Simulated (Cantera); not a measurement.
A Cantera script and what it prints.

```python
import numpy as np
import cantera as ct

gas_names = [...]  # 110 gases of nasa_gas.yaml made of C, H, O
cond_names = """
    C(gr) C6H6(L) C7H8(L) C8H18(L),n-octa H2O(s) H2O(L)
""".split()


# ... load() reads the species with a 1 bar reference pressure and builds the phases ...
atoms = {
    'C3H8': {'C': 3, 'H': 8},
    'O2': {'O': 2},
}
top_T = {'C(gr)': 4500}  # K; cautious upper limits of use, not melting points


# ... equilibrate(T, P, feed) seeds the gas with the atoms and calls Mixture.equilibrate('TP', solver="vcs", rtol=1e-11, max_steps=5000) ...
results = []
T = 1100  # K
P = 1333.22  # Pa
for m in [0.1, 0.13, 0.17, 0.22, 0.29, 0.38, 0.49, 0.64, 0.84, 1.1, 1.4, 1.9]:
    feed = {'C3H8': 1, 'O2': m}  # mol
    mix = equilibrate(T, P, feed)
    results.append((T, P, feed, dict(zip(mix.species_names, mix.species_moles))))

top = {s: max(r[3][s] / sum(r[3][g] for g in gas_names) for r in results) for s in gas_names}
cols = sorted((s for s in top if top[s] > 0.0001), key=lambda s: -top[s])[:6]
seen = [c for c in cond_names if any(r[3].get(c, 0) > 1e-12 for r in results)]
print("log10 of partial pressures in bar; condensed amounts in mol")
print(f"{'n(O2)':>10s}" + "".join(f"{s[:9]:>10s}" for s in cols + seen))
for T, P, feed, n in results:
    ng = sum(n[g] for g in gas_names)
    print(f"{feed['O2']:10.4g}" + "".join(f"{np.log10(max(n[s] / ng * P / 1e5, 1e-99)):10.3f}" for s in cols)
          + "".join(f"{n.get(c, 0):10.4g}" for c in seen))
```

Result:

```
log10 of partial pressures in bar; condensed amounts in mol
     n(O2)        H2        CO       H2O       CO2       CH4     C(gr)
       0.1    -1.896    -3.198    -6.143    -7.450    -5.238     2.798
      0.13    -1.903    -3.090    -6.041    -7.234    -5.250     2.739
      0.17    -1.911    -2.981    -5.941    -7.017    -5.266     2.659
      0.22    -1.921    -2.879    -5.848    -6.813    -5.286     2.559
      0.29    -1.934    -2.773    -5.755    -6.600    -5.313     2.419
      0.38    -1.951    -2.672    -5.671    -6.399    -5.347     2.239
      0.49    -1.970    -2.581    -5.600    -6.217    -5.386      2.02
      0.64    -1.996    -2.491    -5.535    -6.036    -5.437      1.72
      0.84    -2.028    -2.405    -5.481    -5.863    -5.500     1.321
       1.1    -2.066    -2.325    -5.439    -5.705    -5.576    0.8014
       1.4    -2.106    -2.261    -5.415    -5.576    -5.656    0.2022
       1.9    -2.171    -2.295    -3.058    -3.188    -8.244         0
```

Cantera equilibrium calculation (NASA polynomials, part measured and part estimated; ideal gas, pure solids and liquids).
